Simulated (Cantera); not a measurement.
Mixture: 17.0 % CH4, 1.39 % CO, 17.3 % O2, 64.3 % N2, equivalence ratio 2.0, at 0.780 atm, adiabatic and at constant volume. Ignition delay is the time to a rise of 400 K.

Detailed kinetics in Cantera: GRI-Mech 3.0 (53 species, 325 reactions).

### Question
Predict: delay at 1025 K; delay at 1125 K; delay at 1225 K; delay at 1325 K; delay at 1425 K; apparent activation energy between 1375 and 1475 K.

### Answer
```
Quantity                                                 Value
--------------------------------------------------  ----------
delay at 1025 K                                         1.54 s
delay at 1125 K                                        0.272 s
delay at 1225 K                                        58.2 ms
delay at 1325 K                                        14.5 ms
delay at 1425 K                                        4.15 ms
apparent activation energy between 1375 and 1475 K  200 kJ/mol
```
